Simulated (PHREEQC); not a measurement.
Make-up at 25 °C: 0.0015 mol/kgw Cu(NO3)2, 0.0043 mol/kgw H2SO4 and 0.0077 mol/kgw NaCl. Closed to the air; pH follows from the charge balance.

Equilibrium calculation in PHREEQC: ion-association model, phreeqc.dat.

No solid was allowed to form.

Problem. Order these Cu species by the share of Cu that they hold, largest first: CuSO4, CuCl+, Cu+2.

Solution. Cu+2 (83 %), CuSO4 (16 %), CuCl+ (1.0 %)

Problem. Order these S species by the share of S that they hold, largest first: CuSO4, NaSO4-, HSO4-, SO4-2.

Solution. SO4-2 (65 %), HSO4- (28 %), CuSO4 (5.5 %), NaSO4- (1.4 %)

The pH is 2.18 and the ionic strength 0.0216 mol/kgw.
